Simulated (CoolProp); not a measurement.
Properties of methanol along the isobar 0.847 MPa.

Computed with CoolProp (reference Helmholtz-energy equation of state, de Reuck 1993).

```json
[
 {"T (K)": "480.5", "phase": "gas", "Z": "0.9538", "speed of sound (m/s)": "369.8", "expansivity (1/kK)": "2.587"},
 {"T (K)": "485", "phase": "gas", "Z": "0.9559", "speed of sound (m/s)": "371.8", "expansivity (1/kK)": "2.533"},
 {"T (K)": "489.5", "phase": "gas", "Z": "0.9578", "speed of sound (m/s)": "373.7", "expansivity (1/kK)": "2.482"},
 {"T (K)": "494", "phase": "gas", "Z": "0.9597", "speed of sound (m/s)": "375.6", "expansivity (1/kK)": "2.434"},
 {"T (K)": "498.5", "phase": "gas", "Z": "0.9614", "speed of sound (m/s)": "377.5", "expansivity (1/kK)": "2.389"},
 {"T (K)": "503", "phase": "gas", "Z": "0.9630", "speed of sound (m/s)": "379.3", "expansivity (1/kK)": "2.346"},
 {"T (K)": "507.5", "phase": "gas", "Z": "0.9645", "speed of sound (m/s)": "381.1", "expansivity (1/kK)": "2.305"},
 {"T (K)": "512", "phase": "gas", "Z": "0.9659", "speed of sound (m/s)": "382.9", "expansivity (1/kK)": "2.267"},
 {"T (K)": "516.5", "phase": "gas", "Z": "0.9672", "speed of sound (m/s)": "384.7", "expansivity (1/kK)": "2.230"},
 {"T (K)": "521", "phase": "gas", "Z": "0.9684", "speed of sound (m/s)": "386.4", "expansivity (1/kK)": "2.195"},
 {"T (K)": "525.5", "phase": "gas", "Z": "0.9696", "speed of sound (m/s)": "388.1", "expansivity (1/kK)": "2.161"},
 {"T (K)": "530", "phase": "gas", "Z": "0.9707", "speed of sound (m/s)": "389.8", "expansivity (1/kK)": "2.129"},
 {"T (K)": "534.5", "phase": "gas", "Z": "0.9717", "speed of sound (m/s)": "391.5", "expansivity (1/kK)": "2.098"},
 {"T (K)": "538.9", "phase": "gas", "Z": "0.9727", "speed of sound (m/s)": "393.1", "expansivity (1/kK)": "2.069"},
 {"T (K)": "543.4", "phase": "gas", "Z": "0.9736", "speed of sound (m/s)": "394.8", "expansivity (1/kK)": "2.041"},
 {"T (K)": "547.9", "phase": "gas", "Z": "0.9744", "speed of sound (m/s)": "396.4", "expansivity (1/kK)": "2.013"}
]
```
